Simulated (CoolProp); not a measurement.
Computed with CoolProp (reference Helmholtz-energy equation of state, Akasaka 2015).

Problem. Give the vapour pressure (MPa), vapour density (kg/m³), enthalpy of vaporisation (kJ/kg), surface tension (mN/m) of saturated R245fa at 348, 369.8 K.

Solution. 
```tsv
T (K)	p (MPa)	vapour density (kg/m³)	enthalpy of vaporisation (kJ/kg)	surface tension (mN/m)
348	0.692	38.1	158	7.49
369.8	1.17	66.6	139	5.02
```

Surface tension comes from a separate correlation (Mulero 2012).
